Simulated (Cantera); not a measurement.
Mixture: CH₃OH : O₂ : N₂ = 1 : 0.714 : 2.69 (molar parts), at 1000000 Pa, adiabatic and at constant volume. Ignition delay is the time to a rise of 400 K.

Model: GRI-Mech 3.0 (53 species, 325 reactions), integrated in Cantera. GRI-Mech 3.0 was tuned for natural gas; its chemistry of methanol as a main component is partial and can be far from experiment.

Problem. Predict: delay at 1098 K; delay at 1298 K; delay at 1498 K; delay at 1698 K; delay at 1898 K; apparent activation energy between 1698 and 1898 K.

Solution. 
- delay at 1098 K = 8.23 ms
- delay at 1298 K = 0.265 ms
- delay at 1498 K = 23.0 µs
- delay at 1698 K = 3.98 µs
- delay at 1898 K = 1.09 µs
- apparent activation energy between 1698 and 1898 K = 170 kJ/mol
